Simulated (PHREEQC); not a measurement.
0.08 g of hydrous ferric oxide (600 m²/g; 0.2 weak and 0.005 strong sites per Fe, Dzombak-Morel constants, diffuse double layer) in 1 kg of water with 0.05 mol/kgw of an inert sodium salt and 0.00022 mol/kgw Na2HAsO4 and 2.6e-07 mol/kgw Na2SO4, at 25 °C; the pH is set by adding NaOH or the inert anion's acid. O2 is buffered at 0.21 atm. The system is closed to CO2. Precipitation was switched off in this run.

Base run: PHREEQC, ion-association model, wateq4f.dat. Each further column changes one thing. The table gives As sorbed (%).

| pH | base | no electrostatic term (-no_edl) | background salt from 0.05 to 0.005 mol/kgw | oxide from 0.08 to 0.4 g/kgw |
|---|---|---|---|---|
| 4 | 77.6 | 72.3 | 78.7 | 100.0 |
| 5.12 | 73.2 | 73.2 | 73.6 | 100.0 |
| 5.88 | 67.3 | 75.4 | 67.3 | 100.0 |
| 7 | 54.3 | 78.8 | 53.6 | 99.9 |
| 8.12 | 35.6 | 81.2 | 35.7 | 95.2 |
| 8.88 | 18.7 | 81.6 | 18.2 | 71.3 |
| 10 | 8.9 | 81.6 | 5.8 | 39.5 |
